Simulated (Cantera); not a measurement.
# Pyrogenic steam for wet oxidation

A perfectly stirred reactor is fed with H₂ : O₂ : N₂ : H₂O = 1.7 : 1 : 0.52 : 0.04 (molar parts), equivalence ratio 0.85, at 11000 Pa; it is held at 1275 K, and followed from long to short residence time.

Cantera simulation using GRI-Mech 3.0 (53 species, 325 reactions); the numbers are that mechanism's predictions, not measurements. The temperature is held fixed by assumption; the heat of reaction is taken as removed at once.

| τ (s) | x H₂ | x O₂ | x O | x OH | x NO |
|---|---|---|---|---|---|
| 2.9 | 0.000606 | 0.0623 | 7.36e-5 | 0.000769 | 1.70e-7 |
| 1.1 | 0.00115 | 0.0624 | 0.000143 | 0.00107 | 1.66e-7 |
| 0.38 | 0.00232 | 0.0628 | 0.000297 | 0.00153 | 2.11e-7 |
| 0.14 | 0.00441 | 0.0636 | 0.000584 | 0.00214 | 3.29e-7 |
| 0.049 | 0.00847 | 0.0653 | 0.00118 | 0.00304 | 5.81e-7 |
| 0.018 | 0.0153 | 0.0684 | 0.00227 | 0.00422 | 9.97e-7 |
| 0.0063 | 0.0269 | 0.0742 | 0.00441 | 0.00585 | 1.64e-6 |
| 0.0023 | 0.0434 | 0.0834 | 0.00813 | 0.00783 | 2.36e-6 |
x: mole fraction; the columns are a selection and need not sum to one.
